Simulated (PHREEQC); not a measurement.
Nickel, zinc or cadmium bath

Solution (20 °C): 58 mmol/kgw NiCl2 and 0.12 mmol/kgw NaCl. Closed to the air; pH follows from the charge balance.

Model: ion-association model, wateq4f.dat, run in PHREEQC.

No solid was allowed to form.

### Question
What pH does the model give?

### Answer
pH 5.88.

### Question
In which forms is Cl present?

### Answer
Cl- 94 %, NiCl+ 3.9 %, NiCl2 1.7 % of the Cl.

Complexes and solids missing from the database can't appear.
